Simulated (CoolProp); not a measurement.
Benzene along the isobar 4.49 MPa: Z from the reference equation and from simpler models built on Tc = 288.9 °C, pc = 4.906 MPa, ω = 0.211; each cubic takes its own stable root.

The numbers come from the reference Helmholtz-energy equation of state, Thol 2012 in CoolProp.

| T (°C) | phase | reference |
|---|---|---|
| 19.95 | liquid | 0.1631 |
| 36.85 | liquid | 0.1573 |
| 53.75 | liquid | 0.1523 |
| 70.55 | liquid | 0.1480 |
| 87.45 | liquid | 0.1443 |
| 104.25 | liquid | 0.1411 |
| 121.15 | liquid | 0.1384 |
| 138.05 | liquid | 0.1363 |
| 154.85 | liquid | 0.1346 |

Problem. How far does each simpler model (van der Waals, Soave-Redlich-Kwong, Peng-Robinson) lie from the reference over these 9 states: mean and median of the absolute difference, and the worst?

Solution. 
- van der Waals: mean 61.7 %, median 61.5 %, worst +63.9 % at 19.95 °C and 4.49 MPa
- Soave-Redlich-Kwong: mean 9.0 %, median 9.0 %, worst +9.6 % at 19.95 °C and 4.49 MPa
- Peng-Robinson: mean 3.4 %, median 3.5 %, worst -3.8 % at 104.25 °C and 4.49 MPa
